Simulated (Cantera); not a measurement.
A perfectly stirred reactor is fed with H2 : O2 = 0.17 : 1 (molar parts), equivalence ratio 0.085, at 20.0 Torr; it is held at 1050 K, and followed from long to short residence time.

Computed with Cantera and the H2/O2 subset of GRI-Mech 3.0, which has no nitrogen chemistry. Radical loss at walls, strong at low pressure, is not modelled. The temperature is held fixed by assumption; the heat of reaction is taken as removed at once.

Task: What does this change do: pressure from 20.0 Torr to 10.00 Torr?

Result: 
| quantity | before | after |
|---|---|---|
| x(H2) at τ = 2.30 s | 0.000352 | 0.000459 |
| x(O2) at τ = 2.30 s | 0.843 | 0.842 |
| x(H) at τ = 2.30 s | 3.55e-5 | 0.000141 |
| x(H2O2) at τ = 2.30 s | 3.99e-7 | 2.62e-7 |
| x(OH) at τ = 2.30 s | 0.000410 | 0.000672 |
| x(H2) at τ = 39.0 ms | 0.00387 | 0.00505 |
| x(O2) at τ = 39.0 ms | 0.837 | 0.829 |
| x(H) at τ = 39.0 ms | 0.00198 | 0.00713 |
| x(H2O2) at τ = 39.0 ms | 8.10e-7 | 3.85e-7 |
| x(OH) at τ = 39.0 ms | 0.00185 | 0.00288 |
